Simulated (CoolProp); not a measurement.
Properties of n-octane along the isotherm 620 K.

The numbers come from the reference Helmholtz-energy equation of state, Beckmüller 2019 in CoolProp.

```tsv
p (MPa)	phase	isothermal compressibility (1/MPa)	expansivity (1/kK)	fugacity coefficient
0.00393	gas	254.6	1.615	0.9996
0.00698	gas	143.4	1.617	0.9992
0.0124	gas	80.75	1.621	0.9987
0.0221	gas	45.36	1.627	0.9976
0.0393	gas	25.55	1.638	0.9958
0.0698	gas	14.44	1.657	0.9925
0.124	gas	8.175	1.693	0.9867
0.221	gas	4.637	1.759	0.9764
0.393	gas	…	…	…
0.698	gas	1.557	…	0.9266
1.24	gas	0.9481	…	0.8718
```

Question: Fill in the missing entries.

Answer: 
- 0.393, isothermal compressibility (1/MPa): 2.661
- 0.393, expansivity (1/kK): 1.886
- 0.393, fugacity coefficient: 0.9583
- 0.698, expansivity (1/kK): 2.143
- 1.24, expansivity (1/kK): 2.736
